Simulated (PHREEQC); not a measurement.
Make-up at 25 °C: 0.017 mol/kgw Na2SeO3 and 0.0024 mol/kgw H3PO4. Closed to the air; pH follows from the charge balance.

Model: ion-association model, wateq4f.dat, run in PHREEQC.

| quantity | before | after |
|---|---|---|
| pH | 8.66 | 9.14 |
| ionic strength (mol/kgw) | 0.0485 | 0.0543 |
| SeO3-2 (mol/kgw) | 0.0122 | 0.0151 |
| HSeO3- (mol/kgw) | 0.00476 | 0.00188 |

### Question
What was changed between the two runs?
A) temperature from 25 to 45 °C
B) temperature from 25 to 65 °C
C) H3PO4 left out
D) diluted 2-fold with water
E) H3PO4 replaced by (NH4)2HPO4 at the same molality

### Answer
E, H3PO4 replaced by (NH4)2HPO4 at the same molality

Precipitation was switched off in this run. H3PO4, which wateq4f.dat lacks, is added to it with the constant of phreeqc.dat.
